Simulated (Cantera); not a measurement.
Input: 1 mol BN, 1.3 mol F2, 36 mol H2, at 975 K and 0.0533 Torr.

Method: chemical equilibrium by Gibbs-energy minimisation in Cantera with the NASA 1993 tables (ideal gas, pure condensed phases). Candidate condensed phases: B, BN; 31 gas species. Rates play no part.

### Question
What is the equilibrium state?

### Answer
```json
{
  "x(H2)": "0.963",
  "x(BF3)": "0.0215",
  "x(N2)": "0.0108",
  "x(HF)": "0.00517",
  "x(BHF2)": "1.51e-5",
  "n(BN(s))": "0.197 mol",
  "gas_amount": "37.30 mol",
  "log10 activity of B(s) (absent)": "-5.77"
}
```
